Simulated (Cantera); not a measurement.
Input (Python, Cantera):

```python
import numpy as np
import cantera as ct

gas = ct.Solution("gri30.yaml")


def delay(T, t_max=10):
    gas.TPX = T, 2600000, {'CH4': 1, 'O2': 2.47, 'N2': 10.6}
    reactor = ct.IdealGasReactor(gas, clone=False)
    net = ct.ReactorNet([reactor])
    net.rtol, net.atol = 1e-8, 1e-16
    while net.time < t_max:
        t_old, T_old = net.time, reactor.T
        net.step()
        if reactor.T > T + 400:  # ignition: a rise of 400 K
            return t_old + (T + 400 - T_old) / (reactor.T - T_old) * (net.time - t_old)
    return np.nan


taus = []
for T in [1173, 1273, 1373, 1473, 1573, 1673, 1773, 1873, 1973, 2073]:
    taus.append(delay(T))
    print(f"T0 = {T:6g} K   tau = {taus[-1]:.4e} s")
```

Result:

```
T0 =   1173 K   tau = 2.2679e-03 s
T0 =   1273 K   tau = 6.9758e-04 s
T0 =   1373 K   tau = 2.4749e-04 s
T0 =   1473 K   tau = 9.6880e-05 s
T0 =   1573 K   tau = 4.0922e-05 s
T0 =   1673 K   tau = 1.8475e-05 s
T0 =   1773 K   tau = 8.9110e-06 s
T0 =   1873 K   tau = 4.6054e-06 s
T0 =   1973 K   tau = 2.5512e-06 s
T0 =   2073 K   tau = 1.5089e-06 s
```

Detailed kinetics in Cantera: GRI-Mech 3.0 (53 species, 325 reactions). The pressure lies above the range GRI-Mech 3.0 was tuned for (to about 10 atm).
